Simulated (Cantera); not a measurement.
A freely propagating, adiabatic, planar premixed flame of H₂ : O₂ : N₂ : H₂O = 1 : 0.806 : 3.03 : 0.25 (molar parts), equivalence ratio 0.62, unburnt at 525 K and 760 Torr; mixture-averaged transport, grid criteria slope 0.08 and curve 0.16, no radiation.

Cantera simulation using the H2/O2 subset of GRI-Mech 3.0, which has no nitrogen chemistry; the numbers are that mechanism's predictions, not measurements. Burning velocities carry a grid error of a few per cent, more on coarse grids. Lean hydrogen flames are cellular in practice and burn faster than this planar one.

**Question.** What does this change do: inlet temperature 525 to 473 K?

**Answer.** 
```
quantity                    before     after
------------------------  --------  --------
laminar burning velocity  266 cm/s  199 cm/s
thermal thickness         0.383 mm  0.374 mm
peak x(H₂O₂)               4.16e-5   5.37e-5
peak x(H)                   0.0138    0.0114
peak x(OH)                 0.00985   0.00884
```

**Question.** What does this change do: H2O 0.25 to 0.32 parts?

**Answer.** 
```
quantity                    before     after
------------------------  --------  --------
laminar burning velocity  266 cm/s  250 cm/s
thermal thickness         0.383 mm  0.381 mm
peak x(H₂O₂)               4.16e-5   4.40e-5
peak x(H)                   0.0138    0.0125
peak x(OH)                 0.00985   0.00943
```
